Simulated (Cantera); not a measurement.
# Reactions in the system Mg-O-S

Source: NASA polynomial tables (part measured, part estimated), evaluated in Cantera. Values are per mole of reaction as written; species without (g) are pure solids or liquids, kept so even where they would boil at 1 bar.

SO2(g) + 2 Mg → S + 2 MgO

| T (K) | ΔH° (kJ) | ΔS° (J/K) | ΔG° (kJ) | log10 K | condensed phases |
|---|---|---|---|---|---|
| 575 | -897.2 | -207.8 | -777.7 | 70.65 | Mg(s), S(l), MgO(s) |
| 625 | -896.0 | -205.7 | -767.4 | 64.13 | Mg(s), S(l), MgO(s) |
| 675 | -894.9 | -204.1 | -757.2 | 58.59 | Mg(s), S(l), MgO(s) |
| 725 | -894.0 | -202.7 | -747.0 | 53.82 | Mg(s), S(l), MgO(s) |
| 775 | -893.1 | -201.6 | -736.9 | 49.66 | Mg(s), S(l), MgO(s) |
| 825 | -892.3 | -200.5 | -726.8 | 46.02 | Mg(s), S(l), MgO(s) |
| 875 | -891.4 | -199.5 | -716.8 | 42.79 | Mg(s), S(l), MgO(s) |
| 925 | -907.3 | -216.7 | -706.8 | 39.91 | Mg(l), S(l), MgO(s) |

3 MgS + SO3(g) → 3 MgO + 2 S2(g)

```json
[
 {"T (K)": "575", "ΔH° (kJ)": "-115.4", "ΔS° (J/K)": "126.1", "ΔG° (kJ)": "-187.9", "log10 K": "17.07"},
 {"T (K)": "625", "ΔH° (kJ)": "-115.6", "ΔS° (J/K)": "125.8", "ΔG° (kJ)": "-194.2", "log10 K": "16.23"},
 {"T (K)": "675", "ΔH° (kJ)": "-115.7", "ΔS° (J/K)": "125.6", "ΔG° (kJ)": "-200.5", "log10 K": "15.51"},
 {"T (K)": "725", "ΔH° (kJ)": "-115.9", "ΔS° (J/K)": "125.3", "ΔG° (kJ)": "-206.8", "log10 K": "14.90"},
 {"T (K)": "775", "ΔH° (kJ)": "-116.1", "ΔS° (J/K)": "125.0", "ΔG° (kJ)": "-213.0", "log10 K": "14.36"},
 {"T (K)": "825", "ΔH° (kJ)": "-116.3", "ΔS° (J/K)": "124.8", "ΔG° (kJ)": "-219.3", "log10 K": "13.88"},
 {"T (K)": "875", "ΔH° (kJ)": "-116.5", "ΔS° (J/K)": "124.6", "ΔG° (kJ)": "-225.5", "log10 K": "13.46"},
 {"T (K)": "925", "ΔH° (kJ)": "-116.7", "ΔS° (J/K)": "124.4", "ΔG° (kJ)": "-231.7", "log10 K": "13.09"}
]
```
